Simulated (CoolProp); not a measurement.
Saturated liquid density (kg/m³) of carbon dioxide: the reference equation beside estimates from Tc = 31.0 °C, pc = 73.77 bar, ω = 0.224.

Values from CoolProp's reference Helmholtz-energy equation of state, Span 1996.

| T (°C) | reference | van der Waals | Peng-Robinson |
|---|---|---|---|
| -48.55 | 1149 | 707.3 | [?] |
| -42.45 | [?] | 693.2 | 1169 |
| -36.35 | [?] | 678.4 | [?] |
| -30.35 | 1077 | [?] | 1109 |
| -24.25 | 1051 | 646.7 | 1076 |
| -18.15 | 1023 | 629.3 | 1040 |
| -12.15 | 993.9 | 611.0 | 1001 |
| -6.05 | [?] | 591.1 | 958.2 |
| 0.05 | 927.1 | 569.4 | 910.9 |
| 6.15 | 888.4 | 545.4 | 858.0 |

Q: Complete the blanks.

A: 
- -48.55, Peng-Robinson: 1197
- -42.45, reference: 1126
- -36.35, reference: 1102
- -36.35, Peng-Robinson: 1140
- -30.35, van der Waals: 663.1
- -6.05, reference: 962.0

Absolute difference from the reference over all 10 rows, mean and median: van der Waals 38.5 and 38.5 %, Peng-Robinson 2.5 and 2.7 %.
